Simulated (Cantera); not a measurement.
Input (Python, Cantera):

```python
import numpy as np
import cantera as ct

gas = ct.Solution("SiF4_NH3_mec.yaml", "gas")
gas.TPX = 1625, 6700, {'NH3': 1, 'H2': 0.97}
reactor = ct.IdealGasConstPressureReactor(gas, energy="off", clone=False)
net = ct.ReactorNet([reactor])
net.rtol, net.atol = 1e-08, 1e-18
show = ['NH3', 'H2', 'N2', 'N2H2', 'NH2', 'N2H4']
times = np.geomspace(2e-05, 100, 9)

steps = ct.SolutionArray(gas, extra=["t"])
rows = []
print(f"{'t/s':>10s}{'T/K':>9s}{'P/Pa':>11s}" + "".join(f"{s:>11s}" for s in show))
for t in times:
    while net.time < t:
        t_next = net.step()
        steps.append(gas.state, t=t_next)
    rows.append([np.interp(t, steps.t, y) for y in (steps.T, steps.P, *steps(*show).X.T)])
    print(f"{t:10.3e}{rows[-1][0]:9.1f}{rows[-1][1]:11.4g}" + "".join(f"{x:11.3e}" for x in rows[-1][2:]))
rate = np.gradient(steps.T, steps.t)
print("integrator steps:", len(steps.t))
if steps.T.max() > steps.T[0] + 200:
    print(f"time of steepest temperature rise: {steps.t[rate.argmax()]:.4e} s")
gas.TPX = 1625, 6700, {'NH3': 1, 'H2': 0.97}
gas.equilibrate("TP")
print(f"equilibrium (TP): T = {gas.T:.1f} K  " + "  ".join(f"{s} {gas[s].X[0]:.3e}" for s in show))
```

It prints:

```
       t/s      T/K       P/Pa        NH3         H2         N2       N2H2        NH2       N2H4
 2.000e-05   1625.0       6700  5.076e-01  4.924e-01  8.157e-18  6.319e-15  6.379e-08  1.024e-15
 1.375e-04   1625.0       6700  5.076e-01  4.924e-01  1.067e-13  1.882e-12  4.515e-07  1.834e-13
 9.457e-04   1625.0       6700  5.076e-01  4.924e-01  3.810e-10  2.701e-10  3.117e-06  1.250e-11
 6.503e-03   1625.0       6700  5.076e-01  4.924e-01  2.517e-07  1.755e-08  2.135e-05  6.193e-10
 4.472e-02   1625.0       6700  5.072e-01  4.925e-01  8.032e-05  5.014e-07  1.011e-04  1.392e-08
 3.075e-01   1625.0       6700  5.034e-01  4.951e-01  1.346e-03  5.785e-07  1.078e-04  1.583e-08
 2.115e+00   1625.0       6700  4.781e-01  5.120e-01  9.726e-03  5.346e-07  1.042e-04  1.479e-08
 1.454e+01   1625.0       6700  3.463e-01  6.001e-01  5.344e-02  3.300e-07  8.389e-05  9.577e-09
 1.000e+02   1625.0       6700  7.984e-02  7.782e-01  1.418e-01  4.042e-08  2.957e-05  1.186e-09
integrator steps: 687
equilibrium (TP): T = 1625.0 K  NH3 9.009e-07  H2 8.314e-01  N2 1.683e-01  N2H2 1.548e-15  NH2 6.560e-10  N2H4 5.904e-19
```

Detailed kinetics in Cantera: the gas-phase N/H chemistry of the illustrative SiF4/NH3 mechanism in the Surface Chemkin manual (1991). Walls and surfaces, which speed up NH3 decomposition in real reactors, are not modelled.
